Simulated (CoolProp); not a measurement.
Ethylbenzene along the isobar 8.7 bar: fugacity coefficient from the reference equation and from simpler models built on Tc = 617.1 K, pc = 36.22 bar, ω = 0.304; each cubic takes its own stable root.

Model: reference Helmholtz-energy equation of state, Zhou 2012, in CoolProp.

```tsv
T (K)	phase	reference	van der Waals	Soave-Redlich-Kwong
270.2	liquid	0.0002544	?	0.0002522
282.4	liquid	0.0005869	0.06491	0.0005787
294.7	liquid	0.001255	0.08734	0.001234
306.9	liquid	0.002482	?	?
319.2	liquid	0.004634	0.1470	0.004556
331.4	liquid	0.008143	0.1849	0.008022
343.6	liquid	0.01363	0.2286	0.01347
355.9	liquid	0.02193	0.2788	?
368.1	liquid	0.03380	?	0.03364
380.3	liquid	0.05034	0.3970	0.05029
392.6	liquid	0.07286	?	0.07310
```

Q: Some entries are withheld; supply them.

A: 
- 270.2, van der Waals: 0.04704
- 306.9, van der Waals: 0.1144
- 306.9, Soave-Redlich-Kwong: 0.002438
- 355.9, Soave-Redlich-Kwong: 0.02174
- 368.1, van der Waals: 0.3348
- 392.6, van der Waals: 0.4659
